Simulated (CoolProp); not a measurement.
Aqueous ammonia as a coolant, 19 % by mass, freezing at -33.5 °C, 1 atm.

Computed with CoolProp (Melinder's fits for secondary coolants).

| T (°C) | cp (kJ/(kg K)) | density (kg/m³) | conductivity (W/(m K)) | viscosity (mPa s) |
|---|---|---|---|---|
| -12 | 4.249 | 938.5 | 0.428 | 3.40 |
| -8.8 | 4.243 | 937.5 | 0.434 | 3.01 |
| -5.6 | 4.238 | 936.5 | 0.439 | 2.69 |
| -2.4 | 4.233 | 935.4 | 0.445 | 2.41 |
| 0.9 | 4.229 | 934.2 | 0.450 | 2.17 |
| 4.1 | 4.225 | 933.0 | 0.456 | 1.97 |
| 7.3 | 4.221 | 931.7 | 0.461 | 1.79 |
| 10.5 | 4.217 | 930.4 | 0.467 | 1.64 |
| 13.7 | 4.214 | 929.0 | 0.472 | 1.50 |
| 17 | 4.211 | 927.5 | 0.478 | 1.37 |
| 20.2 | 4.208 | 926.0 | 0.483 | 1.26 |
| 23.4 | 4.206 | 924.5 | 0.489 | 1.15 |
